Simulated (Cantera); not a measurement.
# TiO2 + C + H2 (carbothermic reduction)

Charge: 1 mol TiO2, 3.2 mol C, 1.1 mol H2, at 100 Torr.

Equilibrium computed with Cantera from the NASA thermochemical tables; the gas is ideal and each condensed phase is pure. Candidate condensed phases: C, C6H6, C7H8, C8H18, H2O, Ti, TiC, TiO, TiO2, Ti2O3, Ti3O5, Ti4O7; 113 gas species. Mutual solubility and eutectic melting of coexisting phases are not modelled. TiC: taken at fixed stoichiometry. Condensed phases not in the tables: Magnéli phases beyond Ti4O7. Equilibrium is a limit: real reactors are often held back by kinetics, nucleation or transport.

At 750 °C the condensed part is C(graphite) + TiO2(rutile) + Ti4O7(s). At 950 °C the condensed part is C(graphite) + Ti4O7(s). At 1150 °C the condensed part is C(graphite) + TiC(s) + Ti3O5(s). From 1350 °C to 2350 °C the condensed part is C(graphite) + TiC(s).

```tsv
T (°C)	log p H2	log p CO	log p H	log p CH4	log p C2H2 (acetylene)	log p H2O	log p C2H	log p CO2	n C(graphite)	n TiO2(rutile)	n Ti4O7(s)	n TiC(s)	n Ti3O5(s)
750	-0.88	-3.41	-8.82	-2.89	-9.56	-4.86	<-12	-7.27	3.19	0.987	0.00329	0	0
950	-0.96	-1.61	-7.00	-3.80	-7.77	-4.27	<-12	-5.08	2.95	0	0.250	0	0
1150	-1.30	-1.08	-5.83	-5.03	-6.77	-4.89	<-12	-5.02	0.427	0	0	0.915	0.0284
1350	-1.33	-1.07	-4.82	-5.48	-5.78	-5.51	-11.70	-5.74	0.200	0	0	1.00	0
1550	-1.33	-1.07	-4.03	-5.80	-5.00	-5.99	-9.72	-6.32	0.200	0	0	1.00	0
1750	-1.33	-1.07	-3.39	-6.05	-4.38	-6.36	-8.13	-6.77	0.198	0	0	1.00	0
1950	-1.33	-1.07	-2.86	-6.27	-3.87	-6.68	-6.83	-7.14	0.194	0	0	1.000	0
2150	-1.35	-1.07	-2.43	-6.47	-3.46	-6.95	-5.76	-7.45	0.184	0	0	1.000	0
2350	-1.39	-1.08	-2.07	-6.68	-3.14	-7.21	-4.86	-7.71	0.164	0	0	1.000	0
```
log p: log10 of the partial pressure in bar; n: condensed amount in mol.
